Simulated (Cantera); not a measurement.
# Thermodynamics of silicon nitride deposition, feed SiH₂Cl₂ + N₂

Feed: 1 mol SiH₂Cl₂, 11 mol N₂, held at 10.0 mbar.

Method: chemical equilibrium by Gibbs-energy minimisation in Cantera with the NASA 1993 tables (ideal gas, pure condensed phases). Candidate condensed phases: NH₄Cl, Si, Si₃N₄; 28 gas species. N₂ is the only nitrogen source here; it is nearly inert below about 1500 K, so the nitride shown seldom forms there in practice. The tables' values for SiCl₃ are old estimates; treat these amounts as uncertain. Kinetics and transport are ignored.

From 1223 K to 1523 K the condensed part is Si₃N₄(s). The main Si-bearing gas is SiCl₄ at 1223 K and SiCl₂ at 1523 K. The share of Si in condensed phases is highest at 1223 K (84.8 %) and lowest at 1523 K (57.9 %).

```csv
T (K),x N₂,x HCl,x H₂,x SiCl₂,x SiCl₄,x SiCl₃,x SiHCl₃,x Cl,n Si₃N₄(s)
1223,0.849,0.115,0.0238,0.000485,0.0110,0.000818,7.01e-5,1.93e-6,0.283
1273,0.848,0.115,0.0236,0.00136,0.00998,0.00144,8.15e-5,4.55e-6,0.281
1323,0.847,0.114,0.0238,0.00338,0.00846,0.00229,8.93e-5,9.86e-6,0.275
1373,0.846,0.112,0.0249,0.00734,0.00635,0.00317,8.94e-5,1.95e-5,0.263
1423,0.845,0.106,0.0272,0.0136,0.00396,0.00369,7.87e-5,3.51e-5,0.245
1473,0.844,0.0979,0.0309,0.0215,0.00201,0.00356,5.98e-5,5.71e-5,0.220
1523,0.843,0.0873,0.0358,0.0296,0.000871,0.00294,4.01e-5,8.55e-5,0.193
```
x: gas mole fraction; n: condensed amount in mol.
